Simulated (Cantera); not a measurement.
A closed system holds: 1 mol PbO, 0.44 mol C, 1.1 mol H₂, equilibrated at 2000 K and 14000 Pa.

Method: chemical equilibrium by Gibbs-energy minimisation in Cantera with the NASA 1993 tables (ideal gas, pure condensed phases). Candidate condensed phases: C, C₆H₆, C₇H₈, C₈H₁₈, H₂O, Pb, PbO, PbO₂, Pb₃O₄; 113 gas species. Gases not in the tables: (PbO)n polymers. Equilibrium is a limit: real reactors are often held back by kinetics, nucleation or transport.

Base state: Pb 0.392, H₂ 0.239, H₂O 0.193, CO 0.147, CO₂ 0.0259, H 0.00212, PbO 0.00144, OH 0.000171 (mole fractions); condensed: gas only.

Problem. What changes in the equilibrium state with this change: C from 0.44 to 2.4 mol?

Solution. 
| species | before | after |
|---|---|---|
| H₂ | 0.239 | 0.353 |
| CO | 0.147 | 0.322 |
| Pb | 0.392 | 0.322 |
| H₂O | 0.193 | 1.87e-6 |
| CO₂ | 0.0259 | 3.72e-7 |
| C₂H₂ (acetylene) | <1e-9 | 0.000271 |
| PbO | 0.00144 | 7.74e-9 |
| C(graphite), mol | 0 | 1.40 |
